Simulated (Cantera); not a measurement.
An isothermal, constant-pressure homogeneous reactor starts with CH₄ : N₂ = 1 : 170 (molar parts), at 1975 K and 5.03 Torr. Integrator tolerance rtol = 1e-08.

Detailed kinetics in Cantera: GRI-Mech 3.0 (53 species, 325 reactions). GRI-Mech 3.0 stops at C3 and has no aromatics, soot or wall deposition, so with more carbon than oxygen in the feed, carbon stays in small species such as C2H2 where larger ones or solid carbon would form. Radical loss at walls, strong at low pressure, is not modelled.

Question: What does this change do: 0.9 parts H2O added?

Answer: 
```json
[
 {"quantity": "x(CH₄) at 3.00 s", "before": "3.37e-7 (gas-phase equilibrium 7.09e-10)", "after": "4.90e-5 (gas-phase equilibrium 1.92e-10)"},
 {"quantity": "x(C₂H₂) at 3.00 s", "before": "0.00283 (gas-phase equilibrium 7.04e-5)", "after": "0.00166 (gas-phase equilibrium 7.28e-7)"},
 {"quantity": "x(H₂) at 3.00 s", "before": "0.00856 (gas-phase equilibrium 0.00797)", "after": "0.0116 (gas-phase equilibrium 0.0153)"},
 {"quantity": "x(H) at 3.00 s", "before": "0.000306 (gas-phase equilibrium 0.00150)", "after": "0.000288 (gas-phase equilibrium 0.00209)"},
 {"quantity": "x(CH₂) at 3.00 s", "before": "1.10e-8 (gas-phase equilibrium 6.36e-10)", "after": "8.33e-7 (gas-phase equilibrium 8.96e-11)"},
 {"quantity": "x(C₂H) at 3.00 s", "before": "1.73e-6 (gas-phase equilibrium 2.28e-7)", "after": "7.05e-7 (gas-phase equilibrium 1.70e-9)"}
]
```
